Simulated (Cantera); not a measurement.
## Stirred combustor or abatement burner

A perfectly stirred reactor is fed with CH₄ : H₂ : O₂ : N₂ = 1 : 0.11 : 2.69 : 10.1 (molar parts), equivalence ratio 0.76, at 4730 Torr; it is adiabatic with a 750 K inlet, and is followed from long to short residence time, starting on the burning branch (τ in s: 0.46, 0.17, 0.062, 0.023, 0.0082, 0.003, 0.0011, 0.0004, 0.00015, 5.4e-05).

Computed with Cantera and GRI-Mech 3.0 (53 species, 325 reactions).

```json
[
 {"τ (s)": "0.46", "T (K)": "2272", "x CH₄": "1.14e-7", "x H₂": "0.000515", "x O₂": "0.0428", "x NO": "0.00577", "x C₂H": "<1e-12"},
 {"τ (s)": "0.17", "T (K)": "2274", "x CH₄": "3.06e-7", "x H₂": "0.000520", "x O₂": "0.0432", "x NO": "0.00497", "x C₂H": "<1e-12"},
 {"τ (s)": "0.062", "T (K)": "2276", "x CH₄": "8.19e-7", "x H₂": "0.000530", "x O₂": "0.0439", "x NO": "0.00364", "x C₂H": "<1e-12"},
 {"τ (s)": "0.023", "T (K)": "2278", "x CH₄": "2.14e-6", "x H₂": "0.000552", "x O₂": "0.0446", "x NO": "0.00218", "x C₂H": "<1e-12"},
 {"τ (s)": "0.0082", "T (K)": "2278", "x CH₄": "5.69e-6", "x H₂": "0.000604", "x O₂": "0.0452", "x NO": "0.00108", "x C₂H": "3.47e-12"},
 {"τ (s)": "0.0030", "T (K)": "2273", "x CH₄": "1.42e-5", "x H₂": "0.000726", "x O₂": "0.0457", "x NO": "0.000523", "x C₂H": "2.00e-11"},
 {"τ (s)": "0.0011", "T (K)": "2261", "x CH₄": "3.26e-5", "x H₂": "0.00100", "x O₂": "0.0463", "x NO": "0.000278", "x C₂H": "9.06e-11"},
 {"τ (s)": "0.00040", "T (K)": "2235", "x CH₄": "7.03e-5", "x H₂": "0.00157", "x O₂": "0.0474", "x NO": "0.000166", "x C₂H": "3.11e-10"},
 {"τ (s)": "0.00015", "T (K)": "2193", "x CH₄": "0.000145", "x H₂": "0.00250", "x O₂": "0.0492", "x NO": "0.000106", "x C₂H": "8.40e-10"},
 {"τ (s)": "5.4e-5", "T (K)": "2124", "x CH₄": "0.000325", "x H₂": "0.00395", "x O₂": "0.0526", "x NO": "6.49e-5", "x C₂H": "2.21e-9"}
]
```
x: mole fraction; the columns are a selection and need not sum to one.
